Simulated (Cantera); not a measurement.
Source: NASA polynomial tables (part measured, part estimated), evaluated in Cantera. Values are per mole of reaction as written; species without (g) are pure solids or liquids, kept so even where they would boil at 1 bar.

Q: Between 300 and 2850 K, where is each reaction favourable under standard conditions?
- 2 B + 2 O2(g) + H2(g) → 2 HBO2(g)

A: 
- 2 B + 2 O2(g) + H2(g) → 2 HBO2(g): ΔG° is -1099 kJ at 300 K and -810 kJ at 2850 K; it stays negative (K > 1). ΔH° is -1267 kJ and ΔS° -160 J/K at 2850 K.
